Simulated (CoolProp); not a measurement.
Model: reference Helmholtz-energy equation of state, Lemmon 2013, in CoolProp.

Q: For propylene, give the phase and the Z, speed of sound (m/s), conductivity (mW/(m K)) at 129.2 K and 4870 kPa; 179.8 K and 4870 kPa; 230.4 K and 4870 kPa.

A: 
- 129.2 K and 4870 kPa: liquid; Z 0.264, speed of sound 1810, conductivity 180
- 179.8 K and 4870 kPa: liquid; Z 0.205, speed of sound 1510, conductivity 165
- 230.4 K and 4870 kPa: liquid; Z 0.176, speed of sound 1190, conductivity 146

Thermal conductivity comes from a separate model (Huber 2003), an estimate that may be off by 10 % or more.
